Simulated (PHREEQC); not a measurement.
Solution (80 °C): 0.014 mol/kgw H2SO4, 0.00012 mol/kgw Al2(SO4)3 and 0.0002 mol/kgw Fe2(SO4)3. It is in equilibrium with CO2 at log p = -1 (atm). Otherwise closed; pH follows from the charge balance.

Equilibrium calculation in PHREEQC: ion-association model, phreeqc.dat.

Q: The ionic strength comes out as 0.0209 mol/kgw. What activity coefficients do FeHSO4+2, Fe(OH)2+, AlSO4+, Al+3, FeOH+2 get?

A: FeHSO4+2 0.53, Fe(OH)2+ 0.86, AlSO4+ 0.86, Al+3 0.30, FeOH+2 0.54.

This is a speciation only: nothing precipitates in the calculation. Examples of supersaturated solids here: Hematite (slow to form), Goethite (slow to form). Others may be too. Species that the database lacks are ignored. At this temperature some constants are extrapolated from 25 °C, and those without enthalpy data are left unchanged.
